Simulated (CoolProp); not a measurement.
Saturated liquid density (kg/m³) of cyclopentane: the reference equation beside estimates from Tc = 511.7 K, pc = 4.583 MPa, ω = 0.202.

The numbers come from the reference Helmholtz-energy equation of state, Gedanitz 2015 in CoolProp.

```tsv
T (K)	reference	van der Waals	Redlich-Kwong	Soave-Redlich-Kwong	Peng-Robinson
314.2	724.3	461.2	677.7	693.4	783.1
317.2	721.2	459.2	674.4	690.4	779.9
320.3	718.0	457.2	670.9	687.2	776.4
323.3	714.9	455.3	667.5	684.0	773.0
326.3	711.8	453.3	664.1	680.9	769.6
329.3	708.6	451.4	660.7	677.6	766.1
332.4	705.3	449.3	657.0	674.3	762.4
335.4	702.1	447.3	653.5	671.0	758.8
338.4	698.9	445.2	649.9	667.6	755.1
341.4	695.6	443.2	646.3	664.2	751.4
344.5	692.2	441.0	642.5	660.6	747.5
347.5	688.9	438.9	638.8	657.1	743.7
350.5	685.6	436.8	635.0	653.6	739.8
```

Absolute difference from the reference over all 13 rows, mean and median: van der Waals 36.3 and 36.3 %, Redlich-Kwong 6.9 and 6.8 %, Soave-Redlich-Kwong 4.4 and 4.4 %, Peng-Robinson 8.1 and 8.1 %.
